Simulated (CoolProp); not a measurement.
A simple Rankine cycle with R21: condensing at 322.15 K, boiler at 1.85 MPa, turbine inlet 405 K, turbine efficiency 0.8, pump efficiency 0.8, no recuperator. Each further row changes one setting.

Computed with CoolProp (reference Helmholtz-energy equation of state, Platzer 1990). This equation is an older, rougher fit; its heat capacities, sound speeds and derivatives of the liquid may be far off and weren't checked against measurements.

```tsv
case	thermal efficiency (%)	net work (kJ/kg)	heat in (kJ/kg)	turbine exit temperature (K)	volume ratio over the turbine
as stated	11.9	29.9	252	331.5	4.59
turbine inlet 425 K	12.2	32.7	269	352.7	4.50
condensing temperature 314.15 K	13.1	34.2	261	322.5	5.71
boiler pressure 1.29 MPa	9.7	25.3	261	351.4	3.15
turbine efficiency 0.7	10.3	26.0	252	337.1	4.69
```
